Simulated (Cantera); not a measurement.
Input: 1 mol Si2H6, 0.39 mol NO, at 1023 K and 0.133 bar.

Cantera equilibrium calculation (NASA polynomials, part measured and part estimated; ideal gas, pure solids and liquids). Candidate condensed phases: H2O, Si, SiO2, Si2N2O, Si3N4; 35 gas species. The feed counts by its element totals alone. Mutual solubility and eutectic melting of coexisting phases are not modelled. The numbers say what is thermodynamically allowed, not how fast it happens.

Base state: H2 1.00 (mole fractions); condensed: Si(s) + SiO2(β-quartz) + Si2N2O(s).

Task: What changes in the equilibrium state with this change: Si2H6 replaced by SiCl4?

Result: 
```json
[
 {"species": "SiCl4", "before": "0", "after": "0.579"},
 {"species": "Cl2", "before": "0", "after": "0.280"},
 {"species": "N2", "before": "<1e-9", "after": "0.140"},
 {"species": "H2", "before": "1.00", "after": "0"},
 {"species": "Cl", "before": "0", "after": "0.000788"},
 {"species": "Si(s), mol", "before": "1.51", "after": "0"},
 {"species": "SiO2(β-quartz), mol", "before": "0.0975", "after": "0.195"},
 {"species": "Si2N2O(s), mol", "before": "0.195", "after": "0"}
]
```

Task: What changes in the equilibrium state with this change: 1.3 mol Cl2 added?

Result: 
| species | before | after |
|---|---|---|
| H2 | 1.00 | 0.792 |
| SiCl4 | 0 | 0.140 |
| SiHCl3 | 0 | 0.0399 |
| HCl | 0 | 0.0234 |
| SiCl3 | 0 | 0.00285 |
| SiH2Cl2 | 0 | 0.00126 |
| Si(s), mol | 1.51 | 0.840 |
| SiO2(β-quartz), mol | 0.0975 | 0.0975 |
| Si2N2O(s), mol | 0.195 | 0.195 |
The tables' values for SiCl3 are old estimates; treat these amounts as uncertain. Further candidate phases: NH4Cl.
